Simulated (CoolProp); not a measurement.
R1123 along the isobar 2.67 MPa: density (kg/m³) from the reference equation and from simpler models built on Tc = 331.7 K, pc = 4.549 MPa, ω = 0.243; each cubic takes its own stable root.

Model: reference Helmholtz-energy equation of state, Akasaka 2020, in CoolProp.

```tsv
T (K)	phase	reference	van der Waals	Soave-Redlich-Kwong
258.5	liquid	1194	727.6	1077
278.6	liquid	1110	671.3	983.3
298.7	liquid	1002	127.4	857.4
318.9	gas	117.5	108.9	115.7
339	gas	99.79	96.78	98.95
359.2	gas	88.60	87.77	88.02
379.3	gas	80.52	80.71	80.03
399.4	gas	74.21	74.92	73.76
419.6	gas	69.04	70.02	68.62
439.7	gas	64.72	65.84	64.33
459.9	gas	60.99	62.18	60.64
480	gas	57.76	58.97	57.44
```

At some of these states van der Waals gives the other phase, because its saturation line lies elsewhere.
